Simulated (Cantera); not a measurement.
Feed: 1 mol SiCl4, 24 mol NO, equilibrated at 1425 K and 0.870 bar.

These are equilibrium values from Cantera (NASA tables, ideal gas, pure condensed phases), not measurements of a reactor. Candidate condensed phases: Si, SiO2, Si2N2O, Si3N4; 23 gas species. The tables hold silica as quartz up to 1696 K and as liquid above; real silica turns to tridymite and cristobalite and melts near 1996 K. Rates play no part.

Base state: N2 0.477, O2 0.437, Cl2 0.0745, Cl 0.0101, NO 0.000934, ClO 0.000169 (mole fractions); condensed: SiO2(β-quartz).

Question: What changes in the equilibrium state with this change: temperature from 1425 K to 1775 K?

Answer: 
```tsv
species	before	after
N2	0.477	0.463
O2	0.437	0.423
Cl	0.0101	0.0639
Cl2	0.0745	0.0451
O	9.84e-7	6.68e-5
NO	0.000934	0.00415
SiO2(β-quartz), mol	1.00	0
SiO2(condensed), mol	0	1.000
```

Question: What changes in the equilibrium state with this change: SiCl4 replaced by SiH2Cl2?

Answer: 
| species | before | after |
|---|---|---|
| N2 | 0.477 | 0.481 |
| O2 | 0.437 | 0.436 |
| HCl | 0 | 0.0597 |
| Cl2 | 0.0745 | 0.00856 |
| H2O | 0 | 0.0103 |
| Cl | 0.0101 | 0.00341 |
| OH | 0 | 1.57e-5 |
| HOCl | 0 | 1.09e-5 |
| ClO | 0.000169 | 5.70e-5 |
| SiO2(β-quartz), mol | 1.00 | 1.00 |
Further candidate phases: H2O, NH4Cl.

Question: What changes in the equilibrium state with this change: temperature from 1425 K to 673.15 K?

Answer: 
```json
[
 {"species": "N2", "before": "0.477", "after": "0.480"},
 {"species": "O2", "before": "0.437", "after": "0.440"},
 {"species": "Cl2", "before": "0.0745", "after": "0.0800"},
 {"species": "Cl", "before": "0.0101", "after": "8.62e-8"},
 {"species": "ClO", "before": "0.000169", "after": "1.20e-8"},
 {"species": "NO", "before": "0.000934", "after": "1.70e-7"},
 {"species": "SiO2(β-quartz), mol", "before": "1.00", "after": "0"},
 {"species": "SiO2(α-quartz), mol", "before": "0", "after": "1.00"}
]
```
